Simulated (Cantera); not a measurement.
A closed system holds: 1 mol Si, 9.2 mol H2O, 1.1 mol N2, equilibrated at 16.0 bar.

Equilibrium computed with Cantera from the NASA thermochemical tables; the gas is ideal and each condensed phase is pure. Candidate condensed phases: H2O, Si, SiO2, Si2N2O, Si3N4; 35 gas species. The tables hold silica as quartz up to 1696 K and as liquid above; real silica turns to tridymite and cristobalite and melts near 1996 K. Gases not in the tables: Si(OH)4. Kinetics and transport are ignored. All values below are at 1300 K.

Base state: H2O 0.699, H2 0.194, N2 0.107, NH3 5.55e-5 (mole fractions); condensed: SiO2(β-quartz).

Question: What changes in the equilibrium state with this change: Si replaced by Pb?

Answer: 
```json
[
 {"species": "H2O", "before": "0.699", "after": "0.893"},
 {"species": "N2", "before": "0.107", "after": "0.107"},
 {"species": "H2", "before": "0.194", "after": "0.000433"},
 {"species": "Pb", "before": "0", "after": "0.000164"},
 {"species": "PbO", "before": "0", "after": "2.82e-5"},
 {"species": "NH3", "before": "5.55e-5", "after": "5.84e-9"},
 {"species": "SiO2(β-quartz), mol", "before": "1.00", "after": "0"},
 {"species": "Pb(l), mol", "before": "0", "after": "0.994"},
 {"species": "PbO(l), mol", "before": "0", "after": "0.00417"}
]
```
Each liquid is taken as pure. Mutual solubility and eutectic melting of coexisting phases are not modelled. Gases not in the tables: (PbO)n polymers. Further candidate phases: Pb, PbO, PbO2, Pb3O4.
